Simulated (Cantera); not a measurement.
Equilibrium for thermal oxidation and active oxidation of silicon: Si + N2O + N2

Charge: 1 mol Si, a varied amount of N2O, 120 mol N2, at 950 K and 1.70e-6 bar.

Method: chemical equilibrium by Gibbs-energy minimisation in Cantera with the NASA 1993 tables (ideal gas, pure condensed phases). Candidate condensed phases: Si, SiO2, Si2N2O, Si3N4; 16 gas species. Rates play no part.

```csv
n(N2O) (mol),x N2,x SiO,n Si2N2O(s),n Si3N4(s),n SiO2(β-quartz)
0.37,1.00,2.67e-12,0.370,0.0867,0
0.44,1.00,2.67e-12,0.440,0.0400,0
0.53,1.00,6.60e-9,0.490,0,0.0200
0.63,1.00,6.60e-9,0.457,0,0.0867
0.76,1.00,6.60e-9,0.413,0,0.173
0.91,1.00,6.60e-9,0.363,0,0.273
1.1,1.00,6.60e-9,0.300,0,0.400
1.3,1.00,6.60e-9,0.233,0,0.533
1.6,1.00,6.60e-9,0.133,0,0.733
```
x: gas mole fraction; n: condensed amount in mol.

From 0.37 mol N2O to 0.44 mol N2O the condensed part is Si2N2O(s) + Si3N4(s). From 0.53 mol N2O to 1.6 mol N2O the condensed part is SiO2(β-quartz) + Si2N2O(s).
